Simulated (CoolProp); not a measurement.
Vapour-liquid equilibrium of R22 (1) + n-hexane (2) at 268.6 K; x and y are mole fractions of (1).

The numbers come from the multi-fluid Helmholtz-energy mixture model, Kamei 1995 and Thol 2019; pair parameters Bell 2016 in CoolProp.

| x | bubble pressure, mixture model (kPa) | bubble pressure, Raoult's law (kPa) | y, mixture model | y, Raoult's law |
|---|---|---|---|---|
| 0.05 | 39.68 | 25.89 | 0.884 | 0.827 |
| 0.15 | 105.0 | 68.25 | 0.959 | 0.941 |
| 0.25 | 161.4 | 110.6 | 0.975 | 0.968 |
| 0.35 | 207.9 | 153.0 | 0.982 | 0.980 |
| 0.45 | 245.9 | 195.3 | 0.986 | 0.987 |
| 0.55 | 278.0 | 237.7 | 0.989 | 0.991 |
| 0.65 | 307.0 | 280.0 | 0.991 | 0.994 |
| 0.75 | 336.1 | 322.4 | 0.993 | 0.996 |
| 0.85 | 368.3 | 364.7 | 0.995 | 0.998 |
| 0.95 | 406.3 | 407.1 | 0.998 | 0.999 |

The largest gap from Raoult's law is +53.8 % in bubble pressure, at x = 0.15. No azeotrope shows between x = 0.05 and 0.95.

Pair parameters are fitted to limited data, so mixtures are less certain than the pure fluids. With so large a gap from Raoult's law the liquid may split in two, which this calculation doesn't test in full.
